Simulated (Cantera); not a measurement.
A closed system holds: 1 mol NaOH, 0.42 mol H₂O, held at 7.50 Torr.

Method: chemical equilibrium by Gibbs-energy minimisation in Cantera with the NASA 1993 tables (ideal gas, pure condensed phases). Candidate condensed phases: H₂O, Na, NaOH, NaO₂, Na₂O, Na₂O₂; 16 gas species. Kinetics and transport are ignored. All values below are at 1277 °C.

Base state: NaOH 0.509, H₂O 0.331, Na 0.127, O₂ 0.0316, NaO 0.000547, OH 0.000427, Na₂(OH)₂ 0.000233, H₂ 6.74e-5 (mole fractions); condensed: gas only.

What changes in the equilibrium state with this change: NaOH replaced by K₂CO₃?


| species | before | after |
|---|---|---|
| K | 0 | 0.351 |
| CO₂ | 0 | 0.304 |
| KOH | 0 | 0.255 |
| NaOH | 0.509 | 0 |
| H₂O | 0.331 | 0.000357 |
| Na | 0.127 | 0 |
| O₂ | 0.0316 | 0.0873 |
| KO | 0 | 0.00221 |
| NaO | 0.000547 | 0 |
| Na₂(OH)₂ | 0.000233 | 0 |
| CO | 0 | 0.000104 |
| Na₂O | 2.47e-5 | 0 |
Further candidate phases: C, C₆H₆, C₇H₈, C₈H₁₈, K, KOH, KO₂, K₂CO₃, K₂O, K₂O₂.

What changes in the equilibrium state with this change: NaOH replaced by Na₂CO₃?


| species | before | after |
|---|---|---|
| Na | 0.127 | 0.317 |
| CO₂ | 0 | 0.303 |
| NaOH | 0.509 | 0.288 |
| H₂O | 0.331 | 0.0108 |
| O₂ | 0.0316 | 0.0787 |
| CO | 0 | 0.000109 |
| H₂ | 6.74e-5 | 1.39e-6 |
| Na₂CO₃(l), mol | 0 | 0.176 |
Further candidate phases: C, C₆H₆, C₇H₈, C₈H₁₈, Na₂CO₃.
